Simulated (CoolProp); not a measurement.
Aqueous magnesium chloride as a coolant, at 12 °C, 1 atm.

Values from CoolProp's Melinder's fits for secondary coolants.

```
mass %  freezing point (°C)  conductivity (W/(m K))  density (kg/m³)  cp (kJ/(kg K))  viscosity (mPa s)
------  -------------------  ----------------------  ---------------  --------------  -----------------
2.8                    -1.6                   0.578             1023           4.017               1.42
5.6                    -3.4                   0.573             1047           3.850               1.52
8.5                    -6.3                   0.566             1073           3.681               1.73
11.3                  -10.2                   0.559             1098           3.523               2.04
14.1                  -15.1                   0.551             1123           3.373               2.40
16.9                  -20.8                   0.543             1148           3.232               2.72
19.8                  -28.1                   0.535             1176           3.097               3.26
22.6                  -37.9                   0.525             1205           2.972               5.37
```
